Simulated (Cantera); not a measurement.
Feed: 1 mol borazine, a varied amount of O₂, 0.54 mol H₂, held at 10.0 mbar.

Method: chemical equilibrium by Gibbs-energy minimisation in Cantera with the NASA 1993 tables (ideal gas, pure condensed phases). Candidate condensed phases: B, BN, B₂O₃, B₃O₃H₃, H₂O; 39 gas species. The feed counts by its element totals alone. Mutual solubility and eutectic melting of coexisting phases are not modelled. Equilibrium is a limit: real reactors are often held back by kinetics, nucleation or transport.

What condenses at these points (T in °C, n(O₂) in mol): (1300, 0.37); (1050, 1); (1500, 0.27); (1200, 0.72); (1150, 0.52)?


```csv
T (°C),n(O₂) in mol,condensed phases,B condensed (%)
1300,0.37,BN + B₂O₃,94.1
1050,1,BN + B₂O₃,99.8
1500,0.27,BN,84.2
1200,0.72,BN + B₂O₃,98.6
1150,0.52,BN + B₂O₃,99.3
```
